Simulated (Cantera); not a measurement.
Input (Python, Cantera) and output of one run.

```python
import numpy as np
import cantera as ct

gas_names = [...]  # 113 gases of nasa_gas.yaml made of C, H, O, Ta
cond_names = """
    C(gr) C6H6(L) C7H8(L) C8H18(L),n-octa H2O(s) H2O(L) Ta(cr) Ta(L) TaC(s) TaC(L) Ta2O5(s) Ta2O5(L)
""".split()


# ... load() reads the species with a 1 bar reference pressure and builds the phases ...
atoms = {
    'Ta2O5': {'Ta': 2, 'O': 5},
    'CH4': {'C': 1, 'H': 4},
    'H2': {'H': 2},
}
top_T = {'C(gr)': 4500}  # K; cautious upper limits of use, not melting points


# ... equilibrate(T, P, feed) seeds the gas with the atoms and calls Mixture.equilibrate('TP', solver="vcs", rtol=1e-11, max_steps=5000) ...
results = []
T = 825  # K
P = 610000  # Pa
for m in [0.25, 0.37, 0.56, 0.83, 1.2, 1.9, 2.8, 4.2, 6.2, 9.3]:
    feed = {'Ta2O5': 1, 'CH4': 0.71, 'H2': m}  # mol
    mix = equilibrate(T, P, feed)
    results.append((T, P, feed, dict(zip(mix.species_names, mix.species_moles))))

top = {s: max(r[3][s] / sum(r[3][g] for g in gas_names) for r in results) for s in gas_names}
cols = sorted((s for s in top if top[s] > 0.001), key=lambda s: -top[s])[:5]
seen = [c for c in cond_names if any(r[3].get(c, 0) > 1e-12 for r in results)]
print("log10 of partial pressures in bar; condensed amounts in mol")
print(f"{'n(H2)':>10s}" + "".join(f"{s[:9]:>10s}" for s in cols + seen))
for T, P, feed, n in results:
    ng = sum(n[g] for g in gas_names)
    print(f"{feed['H2']:10.4g}" + "".join(f"{np.log10(max(n[s] / ng * P / 1e5, 1e-99)):10.3f}" for s in cols)
          + "".join(f"{n.get(c, 0):10.4g}" for c in seen))
```

Output:

```
log10 of partial pressures in bar; condensed amounts in mol
     n(H2)        H2       CH4     C(gr)    TaC(s)  Ta2O5(s)
      0.25     0.323     0.602   0.04881 1.847e-06         1
      0.37     0.323     0.602  0.001297  1.98e-06         1
      0.56     0.430     0.533         0 2.243e-06         1
      0.83     0.517     0.449         0   2.6e-06         1
       1.2     0.583     0.356         0  3.04e-06         1
       1.9     0.647     0.220         0  3.77e-06         1
       2.8     0.687     0.091         0 4.583e-06         1
       4.2     0.717    -0.055         0 5.682e-06         1
       6.2     0.738    -0.203         0  7.04e-06         1
       9.3     0.753    -0.364         0 8.854e-06         1
```

These are equilibrium values from Cantera (NASA tables, ideal gas, pure condensed phases), not measurements of a reactor.
